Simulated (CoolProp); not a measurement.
A closed Brayton cycle with carbon dioxide: compressor inlet 307.15 K and 9.2 MPa, high pressure 24.4 MPa, turbine inlet 745 K, compressor efficiency 0.89, turbine efficiency 0.93, recuperator effectiveness 0.95 (on enthalpy, no pinch check). Each further row changes one setting.

Computed with CoolProp (reference Helmholtz-energy equation of state, Span 1996).

| case | thermal efficiency (%) | net work (kJ/kg) | compressor to turbine work | compressor exit (K) | turbine exit (K) |
|---|---|---|---|---|---|
| as stated | 36.5 | 94.8 | 0.19 | 332.5 | 631.3 |
| turbine inlet 695 K | 34.4 | 85.3 | 0.21 | 332.5 | 585.6 |
| compressor inlet 317.15 K | 35.2 | 83.2 | 0.29 | 374.4 | 631.3 |
| high pressure 20.7 MPa | 34.8 | 81.8 | 0.18 | 327.5 | 650.1 |
| recuperator effectiveness 0.5 | 22.0 | 94.8 | 0.19 | 332.5 | 631.3 |
